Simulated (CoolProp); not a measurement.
Propylene along the isobar 1.01 bar: density (kg/m³) from the reference equation and from simpler models built on Tc = 364.2 K, pc = 45.55 bar, ω = 0.146; each cubic takes its own stable root.

Computed with CoolProp (reference Helmholtz-energy equation of state, Lemmon 2013).

| T (K) | phase | reference |
|---|---|---|
| 169.7 | liquid | 675.6 |
| 178.7 | liquid | 665.4 |
| 187.7 | liquid | 655.1 |
| 196.7 | liquid | 644.7 |
| 205.7 | liquid | 634.1 |
| 214.7 | liquid | 623.3 |
| 223.7 | liquid | 612.3 |
| 232.7 | gas | 2.270 |
| 241.6 | gas | 2.178 |
| 250.6 | gas | 2.093 |
| 259.6 | gas | 2.014 |
| 268.6 | gas | 1.942 |
| 277.6 | gas | 1.875 |
| 286.6 | gas | 1.813 |
| 295.6 | gas | 1.755 |

Problem. How far does each simpler model (van der Waals, Redlich-Kwong, Soave-Redlich-Kwong, Peng-Robinson) lie from the reference over these 15 states: mean and median of the absolute difference, and the worst?

Solution. 
- van der Waals: mean 42.8 %, median 1.4 %, worst -99.6 % at 223.7 K and 1.01 bar
- Redlich-Kwong: mean 9.6 %, median 0.6 %, worst -99.6 % at 223.7 K and 1.01 bar
- Soave-Redlich-Kwong: mean 3.0 %, median 0.4 %, worst -6.6 % at 169.7 K and 1.01 bar
- Peng-Robinson: mean 2.7 %, median 0.4 %, worst +6.1 % at 223.7 K and 1.01 bar

At some of these states van der Waals, Redlich-Kwong gives the other phase, because its saturation line lies elsewhere.
